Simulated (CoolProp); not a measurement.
Methane along the isobar 2.26 MPa: fugacity coefficient from the reference equation and from simpler models built on Tc = 190.6 K, pc = 4.599 MPa, ω = 0.011; each cubic takes its own stable root.

Model: reference Helmholtz-energy equation of state, Setzmann 1991, in CoolProp.

```tsv
T (K)	phase	reference
125	liquid	0.1199
142	liquid	0.2922
159.1	liquid	0.5661
176.1	gas	0.7957
193.1	gas	0.8455
210.2	gas	0.8804
227.2	gas	0.9058
244.2	gas	0.9250
261.3	gas	0.9398
278.3	gas	0.9514
295.3	gas	0.9606
312.4	gas	0.9680
329.4	gas	0.9741
```

**Question.** How far does each simpler model (van der Waals, Redlich-Kwong, Soave-Redlich-Kwong, Peng-Robinson) lie from the reference over these 13 states: mean and median of the absolute difference, and the worst?

**Answer.** 
- van der Waals: mean 18.8 %, median 0.7 %, worst +134.9 % at 125 K and 2.26 MPa
- Redlich-Kwong: mean 1.7 %, median 0.2 %, worst -14.5 % at 125 K and 2.26 MPa
- Soave-Redlich-Kwong: mean 0.3 %, median 0.2 %, worst +1.4 % at 159.1 K and 2.26 MPa
- Peng-Robinson: mean 1.2 %, median 1.2 %, worst -2.1 % at 193.1 K and 2.26 MPa
